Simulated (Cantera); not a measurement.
A Cantera script and its output.

```python
import numpy as np
import cantera as ct

gas = ct.Solution("gri30.yaml")


def delay(T, t_max=10):
    gas.TPX = T, 1200000, {'CH4': 1, 'H2': 1.2, 'O2': 3.13, 'N2': 11.8, 'H2O': 2.3}
    reactor = ct.IdealGasConstPressureReactor(gas, clone=False)
    net = ct.ReactorNet([reactor])
    net.rtol, net.atol = 1e-8, 1e-16
    while net.time < t_max:
        t_old, T_old = net.time, reactor.T
        net.step()
        if reactor.T > T + 400:  # ignition: a rise of 400 K
            return t_old + (T + 400 - T_old) / (reactor.T - T_old) * (net.time - t_old)
    return np.nan


taus = []
for T in [1200, 1300, 1400, 1500, 1600, 1700, 1800, 1900]:
    taus.append(delay(T))
    print(f"T0 = {T:6g} K   tau = {taus[-1]:.4e} s")
```

It prints:

```
T0 =   1200 K   tau = 3.8004e-04 s
T0 =   1300 K   tau = 1.0073e-04 s
T0 =   1400 K   tau = 3.8060e-05 s
T0 =   1500 K   tau = 1.8351e-05 s
T0 =   1600 K   tau = 1.0059e-05 s
T0 =   1700 K   tau = 5.9376e-06 s
T0 =   1800 K   tau = 3.6984e-06 s
T0 =   1900 K   tau = 2.4111e-06 s
```

Cantera simulation using GRI-Mech 3.0 (53 species, 325 reactions); the numbers are that mechanism's predictions, not measurements. The pressure lies above the range GRI-Mech 3.0 was tuned for (to about 10 atm).
